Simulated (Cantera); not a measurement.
# Ignition delay

Mixture: 14.4 % H2, 16.7 % O2, 66.8 % N2, 2.16 % H2O, at 0.460 bar, adiabatic and at constant pressure. Ignition delay is the time to a rise of 400 K.

Detailed kinetics in Cantera: the H2/O2 subset of GRI-Mech 3.0, which has no nitrogen chemistry. Where the delays flatten at high temperature, the 400 K rule measures the pace of heat release, not the induction time.

```tsv
T0 (K)	delay (ms)
1175	0.156
1275	0.118
1375	0.106
1475	0.107
1575	0.117
1675	0.132
1775	0.153
```
